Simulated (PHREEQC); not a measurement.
0.099 g of hydrous ferric oxide (600 m²/g; 0.2 weak and 0.005 strong sites per Fe, Dzombak-Morel constants, diffuse double layer) in 1 kg of water with 0.3 mol/kgw of an inert sodium salt and 1.2e-05 mol NaF, 2e-06 mol Na2SeO3 and 6.3e-05 mol H3BO3, at 25 °C; the pH is set by adding NaOH or the inert anion's acid. No oxygen is let in. The system is closed to CO2. Precipitation was switched off in this run.

The series has 13 steps of pH, from 3 to 11.

Model: ion-association model, wateq4f.dat, run in PHREEQC.

Task: Near which pH is half of the Se sorbed, and on which side is more sorbed?

Result: Near pH 8.7, with more sorbed at lower pH.

Complexes and solids missing from the database can't appear. The database's selenite sorption wasn't checked against measurements; a fall in acid may be a fault of its surface constants. Real BF4- forms and hydrolyses slowly; the run takes it at equilibrium. The oxide is taken as insoluble; below pH 4 it would dissolve.
